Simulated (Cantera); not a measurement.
**Thermodynamics of nitride etching, feed AlN + NF3**

Charge: 1 mol AlN, 5.2 mol NF3, held at 368 Torr.

Method: chemical equilibrium by Gibbs-energy minimisation in Cantera with the NASA 1993 tables (ideal gas, pure condensed phases). Candidate condensed phases: Al, AlF3, AlN; 14 gas species. Rates play no part.

| T (K) | x F | x N2 | x F2 | x AlF3 | x Al2F6 | x NF3 | x NF2 | x NF |
|---|---|---|---|---|---|---|---|---|
| 1373 | 0.640 | 0.203 | 0.0930 | 0.0617 | 0.00194 | 3.95e-5 | 3.75e-6 | 1.35e-9 |
| 1423 | 0.678 | 0.197 | 0.0624 | 0.0616 | 0.00105 | 1.45e-5 | 2.76e-6 | 2.23e-9 |
| 1473 | 0.703 | 0.193 | 0.0416 | 0.0612 | 0.000589 | 5.47e-6 | 2.02e-6 | 3.53e-9 |
| 1523 | 0.720 | 0.191 | 0.0279 | 0.0609 | 0.000344 | 2.13e-6 | 1.48e-6 | 5.39e-9 |
| 1573 | 0.731 | 0.189 | 0.0189 | 0.0606 | 0.000208 | 8.67e-7 | 1.09e-6 | 7.95e-9 |
| 1623 | 0.738 | 0.188 | 0.0130 | 0.0604 | 0.000131 | 3.68e-7 | 8.13e-7 | 1.14e-8 |
| 1673 | 0.743 | 0.187 | 0.00909 | 0.0603 | 8.44e-5 | 1.63e-7 | 6.14e-7 | 1.60e-8 |
| 1723 | 0.746 | 0.187 | 0.00647 | 0.0602 | 5.62e-5 | 7.57e-8 | 4.69e-7 | 2.20e-8 |
| 1773 | 0.749 | 0.187 | 0.00467 | 0.0601 | 3.83e-5 | 3.65e-8 | 3.64e-7 | 2.96e-8 |
| 1823 | 0.750 | 0.186 | 0.00343 | 0.0600 | 2.68e-5 | 1.83e-8 | 2.85e-7 | 3.92e-8 |
| 1873 | 0.751 | 0.186 | 0.00256 | 0.0600 | 1.91e-5 | 9.51e-9 | 2.26e-7 | 5.11e-8 |
x: gas mole fraction; nothing condenses.

From 1373 K to 1873 K nothing is condensed. The main Al-bearing gas is AlF3 throughout.
